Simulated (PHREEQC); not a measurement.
0.13 g of hydrous ferric oxide (600 m²/g; 0.2 weak and 0.005 strong sites per Fe, Dzombak-Morel constants, diffuse double layer) in 1 kg of water with 0.005 mol/kgw of an inert sodium salt and 1.8e-06 mol Na2SO4 and 0.00088 mol NaF, at 25 °C; the pH is set by adding NaOH or the inert anion's acid. Oxygen is held at 0.21 atm. CO2 from the air is kept out. Nothing may precipitate in this run.

The numbers come from PHREEQC with the ion-association model, wateq4f.dat.

```
pH    S sorbed (%)  F sorbed (%)  surface charge σ (C/m²)  surface potential ψ (mV)
----  ------------  ------------  -----------------------  ------------------------
4             86.4          24.1                    0.062                       134
4.38          80.3           [?]                    0.052                       126
4.75          71.8           [?]                    0.043                       117
5.12          60.1          18.3                    0.035                       107
5.5           45.3          15.6                    0.028                        96
5.88          30.0          12.7                    0.023                        85
6.25          17.4           9.8                    0.018                        73
6.62           8.7           7.2                    0.013                        61
7              3.6           4.8                    0.010                        48
7.38           1.2           2.9                    0.006                        32
7.75           0.3           1.6                    0.003                        16
8.12           0.1           0.8                    0.000                        -3
8.5            0.0           0.4                   -0.004                       -23
8.88           0.0           0.2                   -0.009                       -43
9.25           0.0           [?]                      [?]                       -63
9.62           0.0           0.0                   -0.022                       -83
10             0.0           0.0                   -0.033                      -102
```

**Question.** What belongs in the gaps?

**Answer.** 
- 4.38, F sorbed (%): 22.7
- 4.75, F sorbed (%): 20.7
- 9.25, F sorbed (%): 0.1
- 9.25, surface charge σ (C/m²): -0.014

Complexes and solids missing from the database can't appear.
